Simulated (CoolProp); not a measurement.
Properties of hydrogen chloride along the isobar 832 kPa (Tc = 51.5 °C, pc = 8314 kPa, ω = 0.130).

The numbers come from the reference Helmholtz-energy equation of state, Thol 2018 in CoolProp.

| T (°C) | phase | density (kg/m³) | cp (kJ/(kg K)) | fugacity coefficient |
|---|---|---|---|---|
| -9.55 | gas | 15.01 | [?] | [?] |
| 18.55 | gas | 13.23 | 0.9081 | 0.9480 |
| 46.55 | gas | [?] | 0.8697 | [?] |
| 74.65 | gas | [?] | 0.8475 | 0.9700 |
| 102.75 | gas | 9.945 | [?] | 0.9763 |
| 130.75 | gas | 9.209 | 0.8262 | 0.9811 |
| 158.85 | gas | 8.578 | 0.8212 | 0.9847 |
| 186.85 | gas | 8.032 | 0.8183 | 0.9875 |

What belongs in the gaps?


- -9.55, cp (kJ/(kg K)): 0.9788
- -9.55, fugacity coefficient: 0.9277
- 46.55, density (kg/m³): 11.89
- 46.55, fugacity coefficient: 0.9610
- 74.65, density (kg/m³): 10.82
- 102.75, cp (kJ/(kg K)): 0.8343
